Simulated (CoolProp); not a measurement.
Vapour-liquid equilibrium of cyclohexane (1) + dimethyl carbonate (2) at 0.0543 MPa; x and y are mole fractions of (1).

Values from CoolProp's multi-fluid Helmholtz-energy mixture model, Zhou 2014 and Zhou 2011; pair parameters Bell 2016.

Problem. Give the bubble temperature and the first vapour's composition at x = 0.35, 0.5, 0.8. Is there an azeotrope?

Solution. x = 0.35: 55.6 °C, y = 0.573; x = 0.5: 54.9 °C, y = 0.609; x = 0.8: 55.2 °C, y = 0.697. y crosses x between x = 0.5 and 0.65: the model has an azeotrope there.

Pair parameters are fitted to limited data, so mixtures are less certain than the pure fluids.
